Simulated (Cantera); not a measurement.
A perfectly stirred reactor is fed with CH₄ : C₂H₆ : C₃H₈ : O₂ : N₂ = 1 : 0.14 : 0.35 : 2.65 : 9.96 (molar parts), equivalence ratio 1.6, at 10.0 bar; it is adiabatic with a 575 K inlet, and is followed from long to short residence time, starting on the burning branch (τ in s: 0.11, 0.05, 0.024, 0.012, 0.0055, 0.0026, 0.0013, 0.0006, 0.00029, 0.00014, 6.6e-05, 3.2e-05).

Cantera simulation using GRI-Mech 3.0 (53 species, 325 reactions); the numbers are that mechanism's predictions, not measurements. GRI-Mech 3.0 was tuned for natural gas; its chemistry of propane as a main component is partial and can be far from experiment.

Problem. Predict: blow-out, bracketed by the residence times tried; x(CH₄) at τ = 0.110 s; x(C₂H₆) at τ = 0.110 s; x(C₃H₈) at τ = 0.110 s; x(CH₂O) at τ = 0.110 s; x(C₂H) at τ = 0.110 s; x(CH₄) at τ = 1.30 ms; x(C₂H₆) at τ = 1.30 ms; x(C₃H₈) at τ = 1.30 ms; x(CH₂O) at τ = 1.30 ms; x(C₂H) at τ = 1.30 ms.

Solution. 
| Item | Value |
|---|---|
| blow-out, bracketed by the residence times tried | burning at 0.140 ms, out at 66.0 µs |
| x(CH₄) at τ = 0.110 s | 0.000583 |
| x(C₂H₆) at τ = 0.110 s | 9.43e-8 |
| x(C₃H₈) at τ = 0.110 s | 6.18e-8 |
| x(CH₂O) at τ = 0.110 s | 9.81e-7 |
| x(C₂H) at τ = 0.110 s | 1.57e-8 |
| x(CH₄) at τ = 1.30 ms | 0.00531 |
| x(C₂H₆) at τ = 1.30 ms | 1.38e-5 |
| x(C₃H₈) at τ = 1.30 ms | 4.42e-6 |
| x(CH₂O) at τ = 1.30 ms | 2.81e-5 |
| x(C₂H) at τ = 1.30 ms | 7.31e-7 |
